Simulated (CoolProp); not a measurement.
Vapour-liquid equilibrium of methane (1) + ethane (2) at 146.1 K; x and y are mole fractions of (1).

Computed with CoolProp (multi-fluid Helmholtz-energy mixture model, Setzmann 1991 and Bücker 2006; pair parameters Kunz 2012).

Problem. Give the bubble pressure and the first vapour's composition at x = 0.35, 0.45, 0.75. Is there an azeotrope?

Solution. x = 0.35: 3.450 bar, y = 0.984; x = 0.45: 4.263 bar, y = 0.988; x = 0.75: 6.528 bar, y = 0.995. No azeotrope shows between x = 0.05 and 0.95.

The pair parameters rest on a limited set of measurements; away from them the model extrapolates. The gap from Raoult's law changes sign with composition, which may be real or a fault of the pair parameters; it wasn't checked against measurements.
